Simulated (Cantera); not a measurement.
Input: 1 mol TiO2, a varied amount of Cl2, 1.1 mol H2, held at 1252 °C and 1000 Pa.

Equilibrium computed with Cantera from the NASA thermochemical tables; the gas is ideal and each condensed phase is pure. Candidate condensed phases: H2O, Ti, TiCl2, TiCl3, TiCl4, TiO, TiO2, Ti2O3, Ti3O5, Ti4O7; 23 gas species. Kinetics and transport are ignored.

At 1.1 mol Cl2, list the 5 most abundant gas species with their mole fractions, and the condensed phases.

HCl 0.990, Cl 0.00417, H2O 0.00245, H2 0.00203, TiCl4 0.00104. Condensed: TiO2(rutile).
